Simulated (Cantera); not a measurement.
# Ignition delay

Mixture: 23.9 % H2, 16.0 % O2, 60.1 % N2, equivalence ratio 0.75, at 14.0 bar, adiabatic and at constant pressure. Ignition delay is the time to a rise of 400 K.

Model: the H2/O2 subset of GRI-Mech 3.0, which has no nitrogen chemistry, integrated in Cantera. The hydrogen kinetics of GRI-Mech 3.0 are dated; newer H2 mechanisms differ, most at raised pressure. The pressure lies above the range GRI-Mech 3.0 was tuned for (to about 10 atm).

```json
[
 {"T0 (K)": "1000", "delay (ms)": "8.63"},
 {"T0 (K)": "1100", "delay (ms)": "0.972"},
 {"T0 (K)": "1200", "delay (ms)": "0.109"},
 {"T0 (K)": "1300", "delay (ms)": "0.00641"},
 {"T0 (K)": "1400", "delay (ms)": "0.00197"},
 {"T0 (K)": "1500", "delay (ms)": "0.00114"},
 {"T0 (K)": "1600", "delay (ms)": "0.000788"}
]
```

```
Property                                                Value
--------------------------------------------------  ---------
apparent activation energy between 1400 and 1600 K  85 kJ/mol
```
